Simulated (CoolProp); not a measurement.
Vapour-liquid equilibrium of propylene (1) + n-hexane (2) at 307 kPa; x and y are mole fractions of (1).

Computed with CoolProp (multi-fluid Helmholtz-energy mixture model, Lemmon 2013 and Thol 2019; pair parameters Bell 2016).

| x | bubble temperature (K) | y at the bubble point | dew temperature at overall composition x (K) | liquid density (mol/L) |
|---|---|---|---|---|
| 0.05 | 351.3 | 0.556 | 379.7 | 7.145 |
| 0.125 | 321.7 | 0.835 | 376.3 | 7.737 |
| 0.2 | 305.4 | 0.916 | 372.7 | 8.202 |
| 0.275 | 295.1 | 0.948 | 368.8 | 8.625 |
| 0.35 | 287.6 | 0.966 | 364.7 | 9.044 |
| 0.425 | 281.6 | 0.976 | 360.2 | 9.474 |
| 0.5 | 276.4 | 0.984 | 355.3 | 9.923 |
| 0.575 | 271.8 | 0.989 | 349.8 | 10.40 |
| 0.65 | 267.7 | 0.992 | 343.5 | 10.90 |
| 0.725 | 264.0 | 0.995 | 336.0 | 11.43 |
| 0.8 | 260.6 | 0.997 | 326.9 | 11.99 |
| 0.875 | 257.6 | 0.998 | 314.6 | 12.59 |
| 0.95 | 254.9 | 0.999 | 294.5 | 13.21 |

No azeotrope shows between x = 0.05 and 0.95.

Pair parameters are fitted to limited data, so mixtures are less certain than the pure fluids. The gap from Raoult's law changes sign with composition, which may be real or a fault of the pair parameters; it wasn't checked against measurements.
